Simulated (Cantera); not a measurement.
Hydrocarbon pyrolysis for carbon deposition

An isothermal, constant-pressure homogeneous reactor starts with CH4 : N2 = 1 : 26 (molar parts), at 1973 K and 25000 Pa.

Model: GRI-Mech 3.0 (53 species, 325 reactions), integrated in Cantera. GRI-Mech 3.0 stops at C3 and has no aromatics, soot or wall deposition, so with more carbon than oxygen in the feed, carbon stays in small species such as C2H2 where larger ones or solid carbon would form.

```
t (s)        x CH4      x H2     x C2H    x C2H4    x C2H6     x CH3   x C2H2
--------  --------  --------  --------  --------  --------  --------  -------
3.00e-5     0.0368   8.95e-5    <1e-12   4.13e-7   6.55e-8  0.000183  4.91e-9
9.53e-5     0.0364  0.000324  6.28e-11   1.53e-5   1.18e-6  0.000585  6.41e-7
0.000302    0.0342   0.00194   1.65e-8  0.000424   1.25e-5   0.00170  7.38e-5
0.000960    0.0207    0.0190   6.74e-7   0.00223   2.46e-5   0.00235  0.00447
0.00305    0.00607    0.0436   1.86e-6  0.000209   3.03e-6  0.000847   0.0143
0.00968    0.00123    0.0513   2.71e-6   1.31e-5   1.94e-7  0.000222   0.0171
0.0307    0.000229    0.0529   3.29e-6   2.34e-6   9.01e-9   4.93e-5   0.0177
0.0976     4.66e-5    0.0532   3.50e-6   1.87e-6  4.17e-10   1.07e-5   0.0178
0.310      8.45e-6    0.0532   3.56e-6   1.85e-6  1.73e-11   1.96e-6   0.0178
0.984      2.93e-6    0.0532   3.56e-6   1.85e-6  5.06e-12   6.83e-7   0.0178
3.12       3.01e-6    0.0532   3.56e-6   1.84e-6  5.15e-12   7.01e-7   0.0178
9.92       3.26e-6    0.0532   3.55e-6   1.84e-6  5.45e-12   7.59e-7   0.0177
31.5       3.79e-6    0.0532   3.53e-6   1.83e-6  6.16e-12   8.82e-7   0.0176
100        4.58e-6    0.0532   3.46e-6   1.79e-6  7.39e-12   1.07e-6   0.0173
```
x: mole fraction; the columns are a selection and need not sum to one.

Equilibrium at this temperature and pressure: CH4 2.65e-6, H2 0.0532, C2H 4.62e-7, C2H4 2.40e-7, C2H6 1.81e-12, CH3 6.16e-7, C2H2 0.00231 (gas phase only).
